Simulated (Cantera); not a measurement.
Mixture: CH4 : CO : O2 : N2 : CO2 = 1 : 0.08 : 2.04 : 6.73 : 0.24 (molar parts), at 9.00 bar, adiabatic and at constant pressure. Ignition delay is the time to a rise of 400 K.

Model: GRI-Mech 3.0 (53 species, 325 reactions), integrated in Cantera.

Q: What does this change do: 0.2 parts H2 added?

A: 
| quantity | before | after |
|---|---|---|
| delay at 1123 K | 15.5 ms | 1.97 ms |
| delay at 1223 K | 4.08 ms | 0.755 ms |
| delay at 1323 K | 1.24 ms | 0.338 ms |
| delay at 1423 K | 0.422 ms | 0.155 ms |
| delay at 1523 K | 0.157 ms | 72.7 µs |
| delay at 1623 K | 64.1 µs | 35.5 µs |
| delay at 1723 K | 28.7 µs | 18.3 µs |
| apparent activation energy between 1523 and 1723 K | 190 kJ/mol | 150 kJ/mol |
